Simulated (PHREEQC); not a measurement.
Consider water at 40 °C with 0.049 mol/kgw HI. Closed to the air; pH follows from the charge balance.

Computed with PHREEQC (ion-association model, wateq4f.dat).

No solid was allowed to form.

Q: Estimate the pH.

A: pH 1.38.

Away from 25 °C the constants follow the database's enthalpies or fits; those with neither stay at their 25 °C values.
